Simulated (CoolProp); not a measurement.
The numbers come from the reference Helmholtz-energy equation of state, Gao 2022 in CoolProp.

For n-perfluorobutane, give the phase and the cv (kJ/(kg K)), isothermal compressibility (1/MPa) at 212.3 K and 0.0859 MPa; 238.7 K and 0.0859 MPa; 265.1 K and 0.0859 MPa.


- 212.3 K and 0.0859 MPa: liquid; cv 0.783, isothermal compressibility 0.00170
- 238.7 K and 0.0859 MPa: liquid; cv 0.817, isothermal compressibility 0.00225
- 265.1 K and 0.0859 MPa: liquid; cv 0.848, isothermal compressibility 0.00315
